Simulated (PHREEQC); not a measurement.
Consider water at 25 °C with 0.0016 mol/kgw K2CO3, 1.2e-05 mol/kgw H4SiO4 and 4.6e-05 mol/kgw Na3PO4. Closed to the air; pH follows from the charge balance.

The numbers come from PHREEQC with the ion-association model, phreeqc.dat.

Precipitation was switched off in this run.

Question: Predict the pH, ionic strength.

Answer: pH 10.65; ionic strength 0.00453 mol/kgw.

Question: In which forms is C present?

Answer: CO3-2 72 %, HCO3- 28 % of the C.
